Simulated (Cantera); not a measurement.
# Equilibrium for carbothermic reduction: Cu2O + C + H2

Charge: 1 mol Cu2O, a varied amount of C, 0.62 mol H2, at 2673 K and 3.90 bar.

These are equilibrium values from Cantera (NASA tables, ideal gas, pure condensed phases), not measurements of a reactor. Candidate condensed phases: C, C6H6, C7H8, C8H18, Cu, CuO, Cu(OH)2, Cu2O, H2O; 113 gas species. Rates play no part.

```
n(C) (mol)  log p CO  log p H2O  log p H2  log p Cu  log p CO2  log p H  log p C2H2 (acetylene)  log p OH  n Cu(l)  n C(graphite)
----------  --------  ---------  --------  --------  ---------  -------  ----------------------  --------  -------  -------------
0.45            0.03       0.13     -0.23     -0.35      -0.43    -1.41                    <-11     -1.65     1.86              0
0.52            0.10       0.05     -0.15     -0.35      -0.52    -1.37                    <-11     -1.77     1.85              0
0.62            0.17      -0.09     -0.07     -0.35      -0.67    -1.32                  -10.92     -1.95     1.83              0
0.73            0.23      -0.27      0.00     -0.35      -0.86    -1.29                  -10.24     -2.16     1.82              0
0.86            0.28      -0.59      0.06     -0.35      -1.19    -1.26                   -9.31     -2.52     1.80              0
1               0.32      -3.35      0.11     -0.35      -3.95    -1.24                   -3.58     -5.29     1.78              0
1.2             0.32      -4.37      0.10     -0.35      -4.96    -1.24                   -1.57     -6.31     1.78          0.174
1.4             0.32      -4.37      0.10     -0.35      -4.96    -1.24                   -1.57     -6.31     1.78          0.374
1.6             0.32      -4.37      0.10     -0.35      -4.96    -1.24                   -1.57     -6.31     1.78          0.574
1.9             0.32      -4.37      0.10     -0.35      -4.96    -1.24                   -1.57     -6.31     1.78          0.874
2.3             0.32      -4.37      0.10     -0.35      -4.96    -1.24                   -1.57     -6.31     1.78           1.27
```
log p: log10 of the partial pressure in bar; n: condensed amount in mol.

From 0.45 mol C to 1 mol C the condensed part is Cu(l). From 1.2 mol C to 2.3 mol C the condensed part is C(graphite) + Cu(l). The main Cu-bearing gas is Cu throughout.
